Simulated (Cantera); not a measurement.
A closed system holds: 1 mol C3H8, 0.15 mol H2O, 5.3 mol N2, at 1498 K and 21.0 bar.

These are equilibrium values from Cantera (NASA tables, ideal gas, pure condensed phases), not measurements of a reactor. Candidate condensed phases: C, C6H6, C7H8, C8H18, H2O; 136 gas species. Kinetics and transport are ignored.

Base state: N2 0.557, H2 0.417, CO 0.0155, CH4 0.00946, HCN 0.000502, NH3 0.000263, H2O 0.000237 (mole fractions); condensed: C(graphite).

What changes in the equilibrium state with this change: N2 from 5.3 to 0.74 mol?


```csv
species,before,after
H2,0.417,0.783
N2,0.557,0.152
CH4,0.00946,0.0334
CO,0.0155,0.0299
CO2,3.42e-6,1.27e-5
H2O,0.000237,0.000857
C2H4,9.34e-6,3.30e-5
HCN,0.000502,0.000359
"C(graphite), mol",2.76,2.69
```

What changes in the equilibrium state with this change: N2 from 5.3 to 2.9 mol?


```csv
species,before,after
H2,0.417,0.552
N2,0.557,0.409
CO,0.0155,0.0208
CH4,0.00946,0.0166
H2O,0.000237,0.000419
C2H4,9.34e-6,1.64e-5
NH3,0.000263,0.000343
HCN,0.000502,0.000495
"C(graphite), mol",2.76,2.73
```
